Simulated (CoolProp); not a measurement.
Model: reference Helmholtz-energy equation of state, Thol 2019, in CoolProp.

**Question.** Give the vapour pressure (MPa), vapour density (kg/m³) of saturated decamethylcyclopentasiloxane (D5) at 504.9, 514.2 K.

**Answer.** 
```
T (K)  p (MPa)  vapour density (kg/m³)
-----  -------  ----------------------
504.9    0.161                    16.3
514.2    0.194                    19.8
```
